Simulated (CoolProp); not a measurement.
A closed Brayton cycle with nitrogen: compressor inlet 327.15 K and 6.4 MPa, high pressure 19.8 MPa, turbine inlet 650 K, compressor efficiency 0.85, turbine efficiency 0.93, recuperator effectiveness 0.8 (on enthalpy, no pinch check). Each further row changes one setting.

Computed with CoolProp (reference Helmholtz-energy equation of state, Span 2000).

| case | thermal efficiency (%) | net work (kJ/kg) | compressor to turbine work | compressor exit (K) | turbine exit (K) |
|---|---|---|---|---|---|
| as stated | 12.4 | 23.3 | 0.87 | 475.6 | 485.7 |
| turbine inlet 600 K | 6.4 | 8.98 | 0.95 | 475.6 | 446.9 |
| compressor inlet 337.15 K | 10.1 | 18.2 | 0.90 | 489.9 | 485.7 |
| high pressure 16.8 MPa | 15.4 | 27.0 | 0.83 | 450.9 | 506.8 |
| recuperator effectiveness 0.5 | 12.2 | 23.3 | 0.87 | 475.6 | 485.7 |
